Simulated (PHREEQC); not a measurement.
Na2SO4 is added in steps, without added water, to 1 kg of water holding 18 mmol/kgw HCl and 2.3 mmol/kgw MnSO4, at 11 °C. The system is closed to oxygen. CO2 from the air is kept out. The run lets Pyrochroite, Halite, Mirabilite precipitate or redissolve, and no other solid.

Base run: PHREEQC, ion-association model, wateq4f.dat. Each further column changes one thing. The table gives HSO4- (mol/kgw).

```json
[
 {"Na2SO4 added (mol)": "0", "base": "0.000912", "Davies equation for every ion": "0.000895", "metal-ligand complexes left out": "0.000956", "database phreeqc.dat": "0.000913", "Debye-Hückel limiting law": "0.000833"},
 {"Na2SO4 added (mol)": "0.003", "base": "0.00196", "Davies equation for every ion": "0.00191", "metal-ligand complexes left out": "0.00205", "database phreeqc.dat": "0.00196", "Debye-Hückel limiting law": "0.00175"},
 {"Na2SO4 added (mol)": "0.0075", "base": "0.00327", "Davies equation for every ion": "0.00319", "metal-ligand complexes left out": "0.00343", "database phreeqc.dat": "0.00327", "Debye-Hückel limiting law": "[?]"},
 {"Na2SO4 added (mol)": "0.0105", "base": "0.00401", "Davies equation for every ion": "0.00390", "metal-ligand complexes left out": "0.00421", "database phreeqc.dat": "0.00401", "Debye-Hückel limiting law": "0.00337"},
 {"Na2SO4 added (mol)": "0.015", "base": "0.00496", "Davies equation for every ion": "0.00481", "metal-ligand complexes left out": "0.00521", "database phreeqc.dat": "0.00495", "Debye-Hückel limiting law": "0.00404"},
 {"Na2SO4 added (mol)": "0.018", "base": "0.00550", "Davies equation for every ion": "0.00533", "metal-ligand complexes left out": "0.00578", "database phreeqc.dat": "0.00549", "Debye-Hückel limiting law": "[?]"},
 {"Na2SO4 added (mol)": "0.021", "base": "0.00598", "Davies equation for every ion": "0.00580", "metal-ligand complexes left out": "0.00630", "database phreeqc.dat": "0.00597", "Debye-Hückel limiting law": "[?]"},
 {"Na2SO4 added (mol)": "0.0255", "base": "0.00662", "Davies equation for every ion": "0.00642", "metal-ligand complexes left out": "0.00697", "database phreeqc.dat": "0.00660", "Debye-Hückel limiting law": "0.00506"},
 {"Na2SO4 added (mol)": "0.0285", "base": "0.00699", "Davies equation for every ion": "0.00678", "metal-ligand complexes left out": "0.00737", "database phreeqc.dat": "0.00697", "Debye-Hückel limiting law": "0.00525"},
 {"Na2SO4 added (mol)": "0.033", "base": "0.00749", "Davies equation for every ion": "0.00727", "metal-ligand complexes left out": "0.00791", "database phreeqc.dat": "0.00747", "Debye-Hückel limiting law": "0.00550"},
 {"Na2SO4 added (mol)": "0.036", "base": "0.00779", "Davies equation for every ion": "0.00757", "metal-ligand complexes left out": "0.00823", "database phreeqc.dat": "0.00776", "Debye-Hückel limiting law": "0.00563"}
]
```

Some entries are withheld; supply them.


- 0.0075, Debye-Hückel limiting law: 0.00281
- 0.018, Debye-Hückel limiting law: 0.00439
- 0.021, Debye-Hückel limiting law: 0.00469

Away from 25 °C the constants follow the database's enthalpies or fits; those with neither stay at their 25 °C values. phreeqc.dat and wateq4f.dat share most of their constants, so their agreement is no independent check. Solids allowed in the column 'database phreeqc.dat': Pyrochroite, Halite.
